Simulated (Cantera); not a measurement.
**Moist CO burnout**

An isothermal, constant-pressure homogeneous reactor starts with CO : O₂ : H₂O : N₂ = 0.0021 : 0.029 : 0.0008 : 0.2 (molar parts), at 1198 K and 4.93 atm.

Cantera simulation using GRI-Mech 3.0 (53 species, 325 reactions); the numbers are that mechanism's predictions, not measurements.

```csv
t (s),x CO,x O₂,x H₂O,x H,x O,x H₂O₂
3.00e-5,0.00906,0.125,0.00345,2.02e-11,7.81e-9,<1e-12
0.000153,0.00906,0.125,0.00345,1.94e-10,4.05e-8,1.99e-12
0.000780,0.00905,0.125,0.00345,4.88e-9,6.13e-7,3.12e-9
0.00398,0.00815,0.125,0.00344,1.34e-7,9.88e-6,5.93e-7
0.0203,0.00425,0.123,0.00345,6.39e-8,6.12e-6,3.16e-7
0.103,0.000443,0.121,0.00346,4.28e-9,9.11e-7,2.19e-8
0.528,2.56e-6,0.121,0.00347,1.46e-11,1.76e-8,2.33e-10
2.69,2.20e-10,0.121,0.00347,<1e-12,4.37e-9,7.31e-11
13.7,1.96e-10,0.121,0.00347,<1e-12,3.76e-9,6.34e-11
70.0,1.96e-10,0.121,0.00347,<1e-12,3.76e-9,6.34e-11
```
x: mole fraction; the columns are a selection and need not sum to one.

Equilibrium at this temperature and pressure: CO 1.96e-10, O₂ 0.121, H₂O 0.00347, H <1e-12, O 3.76e-9, H₂O₂ 6.34e-11 (gas phase only).
